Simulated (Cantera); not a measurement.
## Ignition delay

Mixture: 12.5 % CH₄, 4.14 % CO, 18.1 % O₂, 65.2 % N₂, at 7.50 bar, adiabatic and at constant pressure. Ignition delay is the time to a rise of 400 K.

Detailed kinetics in Cantera: GRI-Mech 3.0 (53 species, 325 reactions).

```json
[
 {"T0 (K)": "1000", "delay (ms)": "303"},
 {"T0 (K)": "1050", "delay (ms)": "122"},
 {"T0 (K)": "1100", "delay (ms)": "52.8"},
 {"T0 (K)": "1150", "delay (ms)": "24.3"},
 {"T0 (K)": "1200", "delay (ms)": "11.8"},
 {"T0 (K)": "1250", "delay (ms)": "5.96"},
 {"T0 (K)": "1300", "delay (ms)": "3.13"}
]
```

The apparent activation energy between 1200 and 1300 K is 170 kJ/mol.
